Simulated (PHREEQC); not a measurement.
City or well water: speciation

Model water analysis in mg/kgw, 40 °C, pH 8.02, pe 9.8: Na 36.9; K 41.9; Ca 5.73; Mg 5.63; Cl 67.4; S(6) as SO4 32.8; Alkalinity as HCO3 50.3; Cu(2) 0.0764.

Na is adjusted to close the charge balance.
Valence states are taken as typed.

All values are PHREEQC results (ion-association model, wateq4f.dat), not measurements.

Each row changes one thing in this solution. Precipitation was switched off in this run.

```json
[
 {"case": "as made", "Ca+2 (mol/kgw)": "0.000135", "CO2 (mol/kgw)": "1.41e-5", "MgSO4 (mol/kgw)": "1.34e-5", "CO3-2 (mol/kgw)": "6.17e-6", "CaSO4 (mol/kgw)": "5.62e-6", "KSO4- (mol/kgw)": "2.32e-6", "SI of Malachite (Cu2(OH)2CO3)": "-0.18", "SI of Cu(OH)2 (Cu(OH)2)": "-0.39"},
 {"case": "Ca from 5.73 to 11.5 mg/kgw", "Ca+2 (mol/kgw)": "0.000271", "CO2 (mol/kgw)": "1.40e-5", "MgSO4 (mol/kgw)": "1.31e-5", "CO3-2 (mol/kgw)": "6.16e-6", "CaSO4 (mol/kgw)": "1.10e-5", "KSO4- (mol/kgw)": "2.27e-6", "SI of Malachite (Cu2(OH)2CO3)": "-0.19", "SI of Cu(OH)2 (Cu(OH)2)": "-0.39"},
 {"case": "pH from 8.02 to 7.52 at the same alkalinity", "Ca+2 (mol/kgw)": "0.000136", "CO2 (mol/kgw)": "4.54e-5", "MgSO4 (mol/kgw)": "1.34e-5", "CO3-2 (mol/kgw)": "1.98e-6", "CaSO4 (mol/kgw)": "5.65e-6", "KSO4- (mol/kgw)": "2.32e-6", "SI of Malachite (Cu2(OH)2CO3)": "+0.10", "SI of Cu(OH)2 (Cu(OH)2)": "-0.51"}
]
```

Some of these states are supersaturated (in Tenorite (slow to form), Malachite, for instance). Away from 25 °C the constants follow the database's enthalpies or fits; those with neither stay at their 25 °C values. The database's constant for dissolved Cu(OH)2 is higher than later reviews accept.
